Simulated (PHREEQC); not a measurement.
NaOH is added in steps, without added water, to 1 kg of water holding 0.13 mol/kgw KHF2 and 0.0016 mol/kgw NaH2PO4, at 38 °C. Oxygen is held at 0.21 atm. The system is closed to CO2. No solid was allowed to form.

Base run: PHREEQC, ion-association model, wateq4f.dat. Each further column changes one thing. The table gives HPO4-2 (mol/kgw).

```csv
NaOH added (mol),base,all activity coefficients set to 1,Debye-Hückel limiting law,Davies equation for every ion,metal-ligand complexes left out
0,3.94e-7,2.40e-7,5.83e-7,4.06e-7,3.94e-7
0.02333,6.33e-7,3.76e-7,9.84e-7,6.50e-7,6.39e-7
0.04667,1.04e-6,6.02e-7,1.70e-6,1.06e-6,1.06e-6
0.07,1.83e-6,1.03e-6,3.11e-6,1.86e-6,1.88e-6
0.09333,3.72e-6,2.04e-6,6.61e-6,3.75e-6,3.86e-6
0.1167,1.25e-5,6.71e-6,2.31e-5,1.25e-5,1.31e-5
0.14,0.000895,0.000948,0.000515,0.000897,0.000963
```

wateq4f.dat counts part of the HF as a dimer, H2F2, which phreeqc.dat doesn't know; its constant is uncertain. H3PO4, which wateq4f.dat lacks, is added to it with the constant of phreeqc.dat. Constants without temperature data keep their 25 °C values here.
